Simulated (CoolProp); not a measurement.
A simple Rankine cycle with hexamethyldisiloxane (MM): condensing at 311.15 K, boiler at 1.69 MPa, turbine inlet 619 K, turbine efficiency 0.7, pump efficiency 0.6, no recuperator. Each further row changes one setting.

Computed with CoolProp (reference Helmholtz-energy equation of state, Thol 2016).

| case | thermal efficiency (%) | net work (kJ/kg) | heat in (kJ/kg) | turbine exit temperature (K) | volume ratio over the turbine |
|---|---|---|---|---|---|
| as stated | 12.4 | 97.7 | 787 | 562.9 | 177 |
| condensing temperature 303.15 K | 13.1 | 105 | 803 | 559.5 | 256 |
| boiler pressure 1.18 MPa | 11.7 | 93.4 | 796 | 568.9 | 118 |
| turbine efficiency 0.6 | 10.6 | 83.2 | 787 | 569.7 | 179 |
